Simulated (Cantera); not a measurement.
Equilibrium for iron carbonyl, mercury and lead vapours: PbO + CO + H₂

Input: 1 mol PbO, 2.3 mol CO, 0.21 mol H₂, held at 2.00 mbar.

These are equilibrium values from Cantera (NASA tables, ideal gas, pure condensed phases), not measurements of a reactor. Candidate condensed phases: C, C₆H₆, C₇H₈, C₈H₁₈, H₂O, Pb, PbO, PbO₂, Pb₃O₄; 113 gas species. Kinetics and transport are ignored.

From 652 °C to 902 °C the condensed part is Pb(l). From 952 °C to 1302 °C nothing is condensed. The main Pb-bearing gas is Pb throughout.

```
T (°C)   x CO  x CO₂     x Pb    x H₂   x H₂O     x PbO       x H  n Pb(l)
------  -----  -----  -------  ------  ------  --------  --------  -------
652     0.539  0.376  0.00134  0.0621  0.0215  3.90e-10   1.45e-9    0.997
702     0.541  0.372  0.00458  0.0582  0.0250   3.75e-9   6.17e-9    0.988
752     0.539  0.365   0.0139  0.0542  0.0283   2.88e-8   2.27e-8    0.965
802     0.529  0.352   0.0380  0.0497  0.0308   1.82e-7   7.32e-8    0.901
852     0.501  0.329   0.0946  0.0440  0.0318   9.71e-7   2.08e-7    0.738
902     0.435  0.282    0.218  0.0358  0.0297   4.49e-6   5.18e-7    0.301
952     0.399  0.256    0.285  0.0308  0.0290   1.11e-5   1.22e-6        0
1002    0.401  0.254    0.285  0.0291  0.0307   2.00e-5   2.81e-6        0
1052    0.403  0.253    0.285  0.0276  0.0322   3.44e-5   6.07e-6        0
1102    0.404  0.251    0.285  0.0262  0.0336   5.69e-5   1.24e-5        0
1152    0.405  0.250    0.285  0.0249  0.0349   9.06e-5   2.41e-5        0
1202    0.407  0.249    0.285  0.0237  0.0361  0.000140   4.47e-5        0
1252    0.408  0.248    0.285  0.0227  0.0371  0.000209   7.97e-5        0
1302    0.409  0.247    0.285  0.0217  0.0380  0.000305  0.000137        0
```
x: gas mole fraction; n: condensed amount in mol.
